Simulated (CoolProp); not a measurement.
Vapour-liquid equilibrium of propane (1) + R227EA (2) at -47.15 °C; x and y are mole fractions of (1).

Model: multi-fluid Helmholtz-energy mixture model, Lemmon 2009 and Lemmon 2016; pair parameters Bell 2016, in CoolProp.

```tsv
x	bubble pressure, mixture model (bar)	bubble pressure, Raoult's law (bar)	y, mixture model	y, Raoult's law
0.05	0.3820	0.2440	0.460	0.165
0.15	0.6138	0.3033	0.687	0.399
0.25	0.7395	0.3625	0.755	0.556
0.35	0.7986	0.4218	0.783	0.670
0.45	0.8222	0.4810	0.795	0.755
0.55	0.8310	0.5403	0.800	0.821
0.65	0.8368	0.5995	0.805	0.875
0.75	0.8441	0.6588	0.818	0.919
0.85	0.8490	0.7180	0.849	0.955
0.95	0.8342	0.7773	0.925	0.986
```

The largest gap from Raoult's law is +104.0 % in bubble pressure, at x = 0.25. y crosses x between x = 0.75 and 0.85: the model has an azeotrope there.

The pair parameters rest on a limited set of measurements; away from them the model extrapolates. With so large a gap from Raoult's law the liquid may split in two, which this calculation doesn't test in full.
